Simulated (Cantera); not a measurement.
Input (Python, Cantera):

```python
import numpy as np
import cantera as ct

gas = ct.Solution("gri30.yaml")


def delay(T, t_max=10):
    gas.TPX = T, 100000, {'CO': 1, 'H2': 0.22, 'O2': 0.709, 'N2': 4.97, 'H2O': 0.23}
    reactor = ct.IdealGasConstPressureReactor(gas, clone=False)
    net = ct.ReactorNet([reactor])
    net.rtol, net.atol = 1e-8, 1e-16
    while net.time < t_max:
        t_old, T_old = net.time, reactor.T
        net.step()
        if reactor.T > T + 400:  # ignition: a rise of 400 K
            return t_old + (T + 400 - T_old) / (reactor.T - T_old) * (net.time - t_old)
    return np.nan


taus = []
for T in [1098, 1198, 1298, 1398, 1498, 1598, 1698, 1798, 1898]:
    taus.append(delay(T))
    print(f"T0 = {T:6g} K   tau = {taus[-1]:.4e} s")
```

Result:

```
T0 =   1098 K   tau = 3.0367e-04 s
T0 =   1198 K   tau = 1.7380e-04 s
T0 =   1298 K   tau = 1.2756e-04 s
T0 =   1398 K   tau = 1.0807e-04 s
T0 =   1498 K   tau = 1.0209e-04 s
T0 =   1598 K   tau = 1.0500e-04 s
T0 =   1698 K   tau = 1.1441e-04 s
T0 =   1798 K   tau = 1.2899e-04 s
T0 =   1898 K   tau = 1.4816e-04 s
```

Detailed kinetics in Cantera: GRI-Mech 3.0 (53 species, 325 reactions). Where the delays flatten at high temperature, the 400 K rule measures the pace of heat release, not the induction time.
